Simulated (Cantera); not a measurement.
A Cantera script and what it prints.

```python
import numpy as np
import cantera as ct

gas_names = [...]  # 115 gases of nasa_gas.yaml made of C, Ca, H, O
cond_names = """
    C(gr) C6H6(L) C7H8(L) C8H18(L),n-octa Ca(a) Ca(b) Ca(L) CaCO3(caL) CaO(s) CaO(L) CaO2H2(s) H2O(s)
    H2O(L)
""".split()


# ... load() reads the species with a 1 bar reference pressure and builds the phases ...
atoms = {
    'CaCO3': {'Ca': 1, 'C': 1, 'O': 3},
    'H2O': {'H': 2, 'O': 1},
}
top_T = {'C(gr)': 4500}  # K; cautious upper limits of use, not melting points


# ... equilibrate(T, P, feed) seeds the gas with the atoms and calls Mixture.equilibrate('TP', solver="vcs", rtol=1e-11, max_steps=5000) ...
results = []
feed = {'CaCO3': 1, 'H2O': 0.19}  # mol
P = 15000  # Pa
for T in [1350, 1450, 1550, 1650, 1750, 1850, 1950]:
    mix = equilibrate(T, P, feed)
    results.append((T, P, feed, dict(zip(mix.species_names, mix.species_moles))))

top = {s: max(r[3][s] / sum(r[3][g] for g in gas_names) for r in results) for s in gas_names}
cols = sorted((s for s in top if top[s] > 0.001), key=lambda s: -top[s])[:5]
seen = [c for c in cond_names if any(r[3].get(c, 0) > 1e-12 for r in results)]
print("log10 of partial pressures in bar; condensed amounts in mol")
print(f"{'T/K':>10s}" + "".join(f"{s[:9]:>10s}" for s in cols + seen))
for T, P, feed, n in results:
    ng = sum(n[g] for g in gas_names)
    print(f"{T:10.4g}" + "".join(f"{np.log10(max(n[s] / ng * P / 1e5, 1e-99)):10.3f}" for s in cols)
          + "".join(f"{n.get(c, 0):10.4g}" for c in seen))
```

It prints:

```
log10 of partial pressures in bar; condensed amounts in mol
       T/K       CO2       H2O        CO        O2        OH    CaO(s)
      1350    -0.900    -1.621    -4.774    -5.044    -6.139         1
      1450    -0.900    -1.621    -4.272    -4.550    -5.581         1
      1550    -0.900    -1.621    -3.836    -4.120    -5.095         1
      1650    -0.901    -1.622    -3.454    -3.742    -4.668         1
      1750    -0.903    -1.623    -3.116    -3.410    -4.291         1
      1850    -0.907    -1.626    -2.818    -3.115    -3.956         1
      1950    -0.914    -1.630    -2.552    -2.853    -3.657         1
```

Equilibrium computed with Cantera from the NASA thermochemical tables; the gas is ideal and each condensed phase is pure.
